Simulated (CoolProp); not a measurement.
Saturated liquid density (kg/m³) of C2F6 (R116): the reference equation beside estimates from Tc = 293.0 K, pc = 3048 kPa, ω = 0.257. Rackett uses Z = 0.29056 − 0.08775 ω.

The numbers come from the reference Helmholtz-energy equation of state, Lemmon 2006 in CoolProp. It is a short technical equation, of lower accuracy than the large ones.

```tsv
T (K)	reference	Rackett	van der Waals	Soave-Redlich-Kwong
202.3	(withheld)	(withheld)	993.6	1501
208.6	1543	1620	975.1	1470
214.8	1513	1589	(withheld)	1437
221	1483	(withheld)	936.2	1402
227.3	1450	(withheld)	915.1	1365
233.5	(withheld)	1484	893.1	1326
239.8	1380	1446	869.5	1283
246	1343	1406	844.8	1238
252.3	1302	1362	817.9	1187
258.5	1258	1316	789.2	1133
264.8	(withheld)	(withheld)	757.3	1073
```

**Question.** Fill in the missing entries.

**Answer.** 
- 202.3, reference: 1572
- 202.3, Rackett: 1652
- 214.8, van der Waals: 956.1
- 221, Rackett: 1555
- 227.3, Rackett: 1520
- 233.5, reference: 1416
- 264.8, reference: 1209
- 264.8, Rackett: 1265

Absolute difference from the reference over all 11 rows, mean and median: Rackett 4.8 and 4.8 %, van der Waals 37.0 and 36.9 %, Soave-Redlich-Kwong 7.0 and 6.4 %.
